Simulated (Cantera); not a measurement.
Input: 1 mol SF₆, 0.85 mol SO₂, 0.6 mol N₂, held at 2450 °C and 18.0 mbar.

Method: chemical equilibrium by Gibbs-energy minimisation in Cantera with the NASA 1993 tables (ideal gas, pure condensed phases). Candidate condensed phases: S; 35 gas species. Rates play no part.

Base state: F 0.700, SO 0.101, N₂ 0.0699, S 0.0606, SO₂ 0.0385, O 0.0154, S₂ 0.00616, SF 0.00483 (mole fractions); condensed: gas only.

Q: What changes in the equilibrium state with this change: temperature from 2450 °C to 2052 °C?

A: 
| species | before | after |
|---|---|---|
| F | 0.700 | 0.704 |
| N₂ | 0.0699 | 0.0762 |
| SO₂ | 0.0385 | 0.0717 |
| S | 0.0606 | 0.0190 |
| SO | 0.101 | 0.0705 |
| SF₂ | 0.000182 | 0.0168 |
| O | 0.0154 | 0.000606 |
| SF | 0.00483 | 0.0224 |
| S₂ | 0.00616 | 0.0165 |
| SF₃ | 1.27e-7 | 9.79e-5 |
| S₂F₂ (SSF₂) | 5.31e-7 | 0.000266 |
| FS₂F (FSSF) | 4.23e-8 | 1.28e-5 |
| SOF₂ | 6.37e-6 | 0.000969 |
| O₂ | 0.00270 | 0.000201 |
The tables' values for SOF₂, S₂F₂ (SSF₂), SF₃, FS₂F (FSSF) are old estimates; treat these amounts as uncertain.
